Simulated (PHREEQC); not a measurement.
Dissolve 0.0441 mol HBr per kg of water at 20 °C. Closed to the air; pH follows from the charge balance.

The numbers come from PHREEQC with the Pitzer model, pitzer.dat.

Precipitation was switched off in this run.

**Question.** What pH, specific conductance does the model give?

**Answer.** pH 1.42; specific conductance 14600 µS/cm.
